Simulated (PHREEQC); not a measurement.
0.21 g of hydrous ferric oxide (600 m²/g; 0.2 weak and 0.005 strong sites per Fe, Dzombak-Morel constants, diffuse double layer) in 1 kg of water with 0.001 mol/kgw of an inert sodium salt and 1.2e-05 mol Na2SeO4 and 5e-05 mol Na2SO4, at 25 °C; the pH is set by adding NaOH or the inert anion's acid. Oxygen is held at 0.21 atm. No CO2 enters from the air. No solid was allowed to form.

The series has 17 steps of pH, from 4 to 10.

All values are PHREEQC results (ion-association model, wateq4f.dat), not measurements.

Q: Near which pH is half of the Se sorbed, and on which side is more sorbed?

A: Near pH 6.5, with more sorbed at lower pH.

Q: Near which pH is half of the S sorbed, and on which side is more sorbed?

A: Near pH 6.5, with more sorbed at lower pH.

Complexes and solids missing from the database can't appear.
